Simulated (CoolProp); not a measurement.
Vapour-liquid equilibrium of propylene (1) + dimethyl ether (2) at 1.4 MPa; x and y are mole fractions of (1).

Values from CoolProp's multi-fluid Helmholtz-energy mixture model, Lemmon 2013 and Wu 2011; pair parameters Bell 2016.

| x | bubble temperature, mixture model (K) | bubble temperature, Raoult's law (K) | y, mixture model | y, Raoult's law |
|---|---|---|---|---|
| 0.05 | 329.7 | 330.1 | 0.082 | 0.085 |
| 0.125 | 326.9 | 327.7 | 0.195 | 0.202 |
| 0.2 | 324.3 | 325.5 | 0.296 | 0.308 |
| 0.275 | 321.9 | 323.3 | 0.387 | 0.405 |
| 0.35 | 319.7 | 321.3 | 0.470 | 0.493 |
| 0.425 | 317.6 | 319.3 | 0.545 | 0.573 |
| 0.5 | 315.7 | 317.3 | 0.615 | 0.646 |
| 0.575 | 314.0 | 315.5 | 0.679 | 0.713 |
| 0.65 | 312.3 | 313.7 | 0.740 | 0.775 |
| 0.725 | 310.8 | 311.9 | 0.798 | 0.831 |
| 0.8 | 309.4 | 310.3 | 0.854 | 0.882 |
| 0.875 | 308.1 | 308.7 | 0.909 | 0.929 |
| 0.95 | 306.9 | 307.1 | 0.963 | 0.973 |

The largest gap from Raoult's law is -1.7 K in bubble temperature, at x = 0.425. No azeotrope shows between x = 0.05 and 0.95.

The pair parameters rest on a limited set of measurements; away from them the model extrapolates.
